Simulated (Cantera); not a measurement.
Input: 1 mol B₂O₃, 38 mol N₂, at 1577 °C and 0.100 bar.

These are equilibrium values from Cantera (NASA tables, ideal gas, pure condensed phases), not measurements of a reactor. Rates play no part.

```json
[
 {"species": "N₂", "before": "0.974", "after": "0.972"},
 {"species": "B₂O₃", "before": "0.0256", "after": "0.0235"},
 {"species": "BO", "before": "5.65e-5", "after": "0.00224"},
 {"species": "O", "before": "1.34e-7", "after": "6.78e-5"},
 {"species": "O₂", "before": "4.82e-8", "after": "1.87e-5"},
 {"species": "NO", "before": "2.61e-6", "after": "0.000164"},
 {"species": "BO₂", "before": "7.76e-5", "after": "0.00185"},
 {"species": "B₂O₂", "before": "1.34e-5", "after": "7.84e-5"}
]
```
Gas species are given as mole fractions.

**Question.** What was changed between the two runs?
(A) 0.57 mol O₂ added
(B) temperature from 1577 °C to 2027 °C
(C) temperature from 1577 °C to 502 °C
(D) temperature from 1577 °C to 1150 °C

**Answer.** B, temperature from 1577 °C to 2027 °C
